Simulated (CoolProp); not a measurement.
Vapour-liquid equilibrium of propylene (1) + propane (2) at 10.8 kPa; x and y are mole fractions of (1).

Model: multi-fluid Helmholtz-energy mixture model, Lemmon 2013 and Lemmon 2009; pair parameters Bell 2016, in CoolProp.

```json
[
 {"x": "0.05", "bubble temperature, mixture model (°C)": "-83.2", "bubble temperature, Raoult's law (°C)": "-83.1", "y, mixture model": "0.075", "y, Raoult's law": "0.066"},
 {"x": "0.125", "bubble temperature, mixture model (°C)": "-83.7", "bubble temperature, Raoult's law (°C)": "-83.4", "y, mixture model": "0.177", "y, Raoult's law": "0.161"},
 {"x": "0.2", "bubble temperature, mixture model (°C)": "-84.2", "bubble temperature, Raoult's law (°C)": "-83.8", "y, mixture model": "0.269", "y, Raoult's law": "0.252"},
 {"x": "0.275", "bubble temperature, mixture model (°C)": "-84.6", "bubble temperature, Raoult's law (°C)": "-84.1", "y, mixture model": "0.354", "y, Raoult's law": "0.338"},
 {"x": "0.35", "bubble temperature, mixture model (°C)": "-85.0", "bubble temperature, Raoult's law (°C)": "-84.5", "y, mixture model": "0.432", "y, Raoult's law": "0.421"},
 {"x": "0.425", "bubble temperature, mixture model (°C)": "-85.4", "bubble temperature, Raoult's law (°C)": "-84.8", "y, mixture model": "0.505", "y, Raoult's law": "0.499"},
 {"x": "0.5", "bubble temperature, mixture model (°C)": "-85.7", "bubble temperature, Raoult's law (°C)": "-85.1", "y, mixture model": "0.575", "y, Raoult's law": "0.574"},
 {"x": "0.575", "bubble temperature, mixture model (°C)": "-86.0", "bubble temperature, Raoult's law (°C)": "-85.4", "y, mixture model": "0.641", "y, Raoult's law": "0.646"},
 {"x": "0.65", "bubble temperature, mixture model (°C)": "-86.2", "bubble temperature, Raoult's law (°C)": "-85.7", "y, mixture model": "0.705", "y, Raoult's law": "0.715"},
 {"x": "0.725", "bubble temperature, mixture model (°C)": "-86.5", "bubble temperature, Raoult's law (°C)": "-86.0", "y, mixture model": "0.768", "y, Raoult's law": "0.781"},
 {"x": "0.8", "bubble temperature, mixture model (°C)": "-86.7", "bubble temperature, Raoult's law (°C)": "-86.3", "y, mixture model": "0.831", "y, Raoult's law": "0.844"},
 {"x": "0.875", "bubble temperature, mixture model (°C)": "-86.8", "bubble temperature, Raoult's law (°C)": "-86.6", "y, mixture model": "0.893", "y, Raoult's law": "0.904"},
 {"x": "0.95", "bubble temperature, mixture model (°C)": "-87.0", "bubble temperature, Raoult's law (°C)": "-86.9", "y, mixture model": "0.957", "y, Raoult's law": "0.963"}
]
```

The largest gap from Raoult's law is -0.6 K in bubble temperature, at x = 0.425. No azeotrope shows between x = 0.05 and 0.95.

The pair parameters rest on a limited set of measurements; away from them the model extrapolates.
